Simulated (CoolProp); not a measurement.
Vapour-liquid equilibrium of toluene (1) + o-xylene (2) at 682 kPa; x and y are mole fractions of (1).

Model: multi-fluid Helmholtz-energy mixture model, Lemmon 2006 and Zhou 2012; pair parameters Bell 2016, in CoolProp.

```tsv
x	bubble temperature, mixture model (K)	bubble temperature, Raoult's law (K)	y, mixture model	y, Raoult's law
0.05	505.1	504.8	0.081	0.093
0.125	501.6	501.0	0.196	0.219
0.2	498.1	497.3	0.302	0.331
0.275	494.6	493.8	0.399	0.430
0.35	491.3	490.6	0.488	0.518
0.425	488.1	487.4	0.569	0.598
0.5	485.1	484.5	0.643	0.669
0.575	482.1	481.7	0.710	0.733
0.65	479.3	479.0	0.772	0.792
0.725	476.7	476.4	0.828	0.844
0.8	474.1	473.9	0.879	0.892
0.875	471.7	471.6	0.927	0.936
0.95	469.4	469.3	0.972	0.975
```

The largest gap from Raoult's law is +0.8 K in bubble temperature, at x = 0.275. No azeotrope shows between x = 0.05 and 0.95.

Pair parameters are fitted to limited data, so mixtures are less certain than the pure fluids.
